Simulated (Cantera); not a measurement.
# Thermodynamics of nitride etching, feed Si3N4 + Cl2 + F2

A closed system holds: 1 mol Si3N4, 16 mol Cl2, 19 mol F2, at 3.30 mbar.

These are equilibrium values from Cantera (NASA tables, ideal gas, pure condensed phases), not measurements of a reactor. Candidate condensed phases: Si, Si3N4; 24 gas species. Rates play no part.

From 1148 K to 1898 K nothing is condensed. The main Si-bearing gas is SiF4 throughout.

```
T (K)  log p ClF  log p Cl  log p F  log p Cl2  log p SiF4  log p N2
-----  ---------  --------  -------  ---------  ----------  --------
1148       -2.63     -4.32    -3.88      -3.49       -3.55     -3.72
1223       -2.68     -3.95    -3.57      -3.45       -3.56     -3.74
1298       -2.75     -3.63    -3.33      -3.42       -3.59     -3.76
1373       -2.86     -3.35    -3.15      -3.43       -3.62     -3.80
1448       -3.03     -3.13    -3.02      -3.49       -3.66     -3.84
1523       -3.26     -2.98    -2.94      -3.62       -3.71     -3.89
1598       -3.54     -2.88    -2.90      -3.83       -3.75     -3.93
1673       -3.85     -2.83    -2.88      -4.10       -3.78     -3.95
1748       -4.16     -2.80    -2.87      -4.38       -3.79     -3.97
1823       -4.47     -2.79    -2.87      -4.67       -3.80     -3.97
1898       -4.76     -2.78    -2.87      -4.94       -3.80     -3.98
```
log p: log10 of the partial pressure in bar; nothing condenses.
